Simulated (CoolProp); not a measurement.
Vapour-liquid equilibrium of cyclohexane (1) + n-nonane (2) at 659 kPa; x and y are mole fractions of (1).

Model: multi-fluid Helmholtz-energy mixture model, Zhou 2014 and Lemmon 2006; pair parameters Bell 2016, in CoolProp.

Q: Give the bubble temperature and the first vapour's composition at x = 0.65, 0.75, 0.85. Is there an azeotrope?

A: x = 0.65: 179.5 °C, y = 0.868; x = 0.75: 172.9 °C, y = 0.919; x = 0.85: 166.9 °C, y = 0.958. No azeotrope shows between x = 0.05 and 0.95.

The pair parameters rest on a limited set of measurements; away from them the model extrapolates.
